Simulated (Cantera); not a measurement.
An adiabatic, constant-pressure homogeneous reactor starts with CH₄ : O₂ : N₂ = 1 : 1.43 : 15.7 (molar parts), equivalence ratio 1.4, at 1450 K and 28.0 bar. Integrator tolerance rtol = 1e-08.

Detailed kinetics in Cantera: GRI-Mech 3.0 (53 species, 325 reactions). The pressure lies above the range GRI-Mech 3.0 was tuned for (to about 10 atm).

Question: What does this change do: initial temperature 1450 to 1225 K?

Answer: 
```csv
quantity,before,after
time of steepest temperature rise,0.415 ms,3.58 ms
temperature at 10.0 s,2169 K,1956 K
equilibrium temperature,2169 K,1956 K
x(CH₄) at 10.0 s,1.03e-10 (gas-phase equilibrium 1.14e-10),4.41e-10 (gas-phase equilibrium 4.80e-10)
x(O₂) at 10.0 s,2.80e-7 (gas-phase equilibrium 2.80e-7),1.20e-8 (gas-phase equilibrium 1.20e-8)
x(C₂H₂) at 10.0 s,<1e-12 (gas-phase equilibrium <1e-12),<1e-12 (gas-phase equilibrium <1e-12)
x(H) at 10.0 s,0.000147 (gas-phase equilibrium 0.000147),3.84e-5 (gas-phase equilibrium 3.84e-5)
x(CO₂) at 10.0 s,0.0195 (gas-phase equilibrium 0.0195),0.0207 (gas-phase equilibrium 0.0207)
x(NO) at 10.0 s,1.41e-5 (gas-phase equilibrium 1.41e-5),1.68e-6 (gas-phase equilibrium 1.68e-6)
```

Question: What does this change do: pressure from 28.0 bar to 0.560 bar?

Answer: 
```json
[
 {"quantity": "time of steepest temperature rise", "before": "0.415 ms", "after": "9.42 ms"},
 {"quantity": "temperature at 10.0 s", "before": "2169 K", "after": "2161 K"},
 {"quantity": "equilibrium temperature", "before": "2169 K", "after": "2161 K"},
 {"quantity": "x(CH₄) at 10.0 s", "before": "1.03e-10 (gas-phase equilibrium 1.14e-10)", "after": "<1e-12 (gas-phase equilibrium <1e-12)"},
 {"quantity": "x(O₂) at 10.0 s", "before": "2.80e-7 (gas-phase equilibrium 2.80e-7)", "after": "1.25e-5 (gas-phase equilibrium 1.25e-5)"},
 {"quantity": "x(C₂H₂) at 10.0 s", "before": "<1e-12 (gas-phase equilibrium <1e-12)", "after": "<1e-12 (gas-phase equilibrium <1e-12)"},
 {"quantity": "x(H) at 10.0 s", "before": "0.000147 (gas-phase equilibrium 0.000147)", "after": "0.000990 (gas-phase equilibrium 0.000990)"},
 {"quantity": "x(CO₂) at 10.0 s", "before": "0.0195 (gas-phase equilibrium 0.0195)", "after": "0.0195 (gas-phase equilibrium 0.0195)"},
 {"quantity": "x(NO) at 10.0 s", "before": "1.41e-5 (gas-phase equilibrium 1.41e-5)", "after": "9.21e-5 (gas-phase equilibrium 9.21e-5)"}
]
```
